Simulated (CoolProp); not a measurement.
The fluoroketone C6F12O (FK-5-1-12) along the isotherm 446.9 K: fugacity coefficient from the reference equation and from simpler models built on Tc = 441.8 K, pc = 1869 kPa, ω = 0.471; each cubic takes its own stable root.

Computed with CoolProp (reference Helmholtz-energy equation of state, McLinden 2015).

```csv
p (kPa),phase,reference
8.87,gas,0.9984
13.4,gas,0.9976
20.2,gas,0.9964
30.4,gas,0.9946
45.9,gas,0.9918
69.3,gas,0.9876
105,gas,0.9813
158,gas,0.9719
238,gas,0.9578
359,gas,0.9366
541,gas,0.9051
817,gas,0.8579
1230,gas,0.7879
1860,gas,0.6783
2800,supercritical,0.5052
```

Problem. How far does each simpler model (van der Waals, Redlich-Kwong) lie from the reference over these 15 states: mean and median of the absolute difference, and the worst?

Solution. 
- van der Waals: mean 1.4 %, median 0.4 %, worst +7.3 % at 446.9 K and 2800 kPa
- Redlich-Kwong: mean 0.2 %, median 0.0 %, worst +1.8 % at 446.9 K and 2800 kPa
